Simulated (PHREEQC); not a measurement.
Dissolve 0.0089 mol H2SO4, 0.00052 mol ZnSO4 and 0.025 mol KCl per kg of water at 37 °C. Closed to the air; pH follows from the charge balance.

All values are PHREEQC results (ion-association model, phreeqc.dat), not measurements.

The ionic strength comes out as 0.0442 mol/kgw. What activity coefficients do H+, ZnCl+, Zn+2, SO4-2, Cl- get?

H+ 0.86, ZnCl+ 0.82, Zn+2 0.47, SO4-2 0.47, Cl- 0.82.

This is a speciation only: nothing precipitates in the calculation. Complexes and solids missing from the database can't appear. Away from 25 °C the constants follow the database's enthalpies or fits; those with neither stay at their 25 °C values.
